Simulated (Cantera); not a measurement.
An isothermal, constant-pressure homogeneous reactor starts with 70.9 % NO, 29.1 % N2, at 1723 K and 1280 Torr.

Detailed kinetics in Cantera: GRI-Mech 3.0 (53 species, 325 reactions).

Task: Predict: x(NO) at 10.0 s; x(O2) at 10.0 s; x(NO2) at 10.0 s; x(N2) at 10.0 s; x(O) at 10.0 s.

Result: 
```json
{
  "x(NO) at 10.0 s": "0.170 (gas-phase equilibrium 0.00372)",
  "x(O2) at 10.0 s": "0.269 (gas-phase equilibrium 0.353)",
  "x(NO2) at 10.0 s": "0.000744 (gas-phase equilibrium 1.86e-5)",
  "x(N2) at 10.0 s": "0.560 (gas-phase equilibrium 0.644)",
  "x(O) at 10.0 s": "2.29e-5 (gas-phase equilibrium 2.61e-5)"
}
```
